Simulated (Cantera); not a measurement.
Input: 1 mol SiCl4, 2.8 mol HCl, 2.1 mol H2, equilibrated at 400 °C and 86000 Pa.

Equilibrium computed with Cantera from the NASA thermochemical tables; the gas is ideal and each condensed phase is pure. Candidate condensed phases: Si; 19 gas species. Kinetics and transport are ignored.

Base state: HCl 0.475, H2 0.356, SiCl4 0.169, SiHCl3 1.61e-5 (mole fractions); condensed: gas only.

Task: What changes in the equilibrium state with this change: 0.16 mol HF added?

Result: 
| species | before | after |
|---|---|---|
| HCl | 0.475 | 0.488 |
| H2 | 0.356 | 0.347 |
| SiCl4 | 0.169 | 0.158 |
| SiF4 | 0 | 0.00660 |
| SiHCl3 | 1.61e-5 | 1.42e-5 |

Task: What changes in the equilibrium state with this change: temperature from 400 °C to 1025 °C?

Result: 
| species | before | after |
|---|---|---|
| HCl | 0.475 | 0.483 |
| H2 | 0.356 | 0.348 |
| SiCl4 | 0.169 | 0.160 |
| SiCl3 | <1e-9 | 0.00313 |
| SiCl2 | <1e-9 | 0.000366 |
| SiH2Cl2 | <1e-9 | 2.39e-5 |
| SiHCl3 | 1.61e-5 | 0.00522 |
The tables' values for SiCl3 are old estimates; treat these amounts as uncertain.

Task: What changes in the equilibrium state with this change: temperature from 400 °C to 827 °C?

Result: 
```csv
species,before,after
HCl,0.475,0.477
H2,0.356,0.354
SiCl4,0.169,0.167
SiCl3,<1e-9,0.000186
SiHCl3,1.61e-5,0.00183
```
The tables' values for SiCl3 are old estimates; treat these amounts as uncertain.
